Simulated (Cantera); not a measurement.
Charge: 1 mol Cu, 1.2 mol HF, 0.48 mol H2, 0.89 mol F2, equilibrated at 1275 K.

These are equilibrium values from Cantera (NASA tables, ideal gas, pure condensed phases), not measurements of a reactor. Candidate condensed phases: Cu, CuF2; 15 gas species. Mutual solubility and eutectic melting of coexisting phases are not modelled. Kinetics and transport are ignored.

**Question.** Which condensed phases are stable at each of these points (P (Pa)): 1, 6.80, 46, 320, 2200, 15000, 100000?

**Answer.** 
```tsv
P (Pa)	condensed phases	Cu condensed (%)
1	Cu(s)	15.4
6.80	Cu(s)	17.9
46	Cu(s)	19.5
320	Cu(s)	25.9
2200	Cu(s)	38.9
15000	Cu(s) + CuF2(l)	87.8
100000	Cu(s) + CuF2(l)	98.3
```

From 0.00750 Torr to 16.5 Torr the condensed part is Cu(s). From 113 Torr to 750 Torr the condensed part is Cu(s) + CuF2(l).
